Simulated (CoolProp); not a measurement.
Properties of fluorine along the isobar 68.1 bar (Tc = 144.4 K, pc = 52.40 bar, ω = 0.045).

Model: reference Helmholtz-energy equation of state, de Reuck 1990, in CoolProp.

| T (K) | phase | cp (kJ/(kg K)) | cv (kJ/(kg K)) | speed of sound (m/s) | expansivity (1/kK) |
|---|---|---|---|---|---|
| 67.3 | liquid | 1.468 | 0.8704 | 1036 | 3.733 |
| 85.3 | liquid | 1.484 | 0.8305 | 850.9 | 4.346 |
| 103.3 | liquid | 1.547 | 0.7745 | 706.8 | 5.469 |
| 121.3 | liquid | 1.701 | 0.7326 | 555.2 | 7.756 |
| 139.3 | liquid | 2.349 | 0.7197 | 363.5 | 17.00 |
| 157.2 | supercritical | 3.112 | 0.7499 | 183.0 | 43.15 |
| 175.2 | supercritical | 1.434 | 0.6525 | 211.3 | 14.81 |
| 193.2 | supercritical | 1.151 | 0.6268 | 230.8 | 9.671 |
| 211.2 | supercritical | 1.032 | 0.6135 | 246.6 | 7.399 |

The peak of cp marks the crossing from liquid-like to gas-like fluid above the critical point.
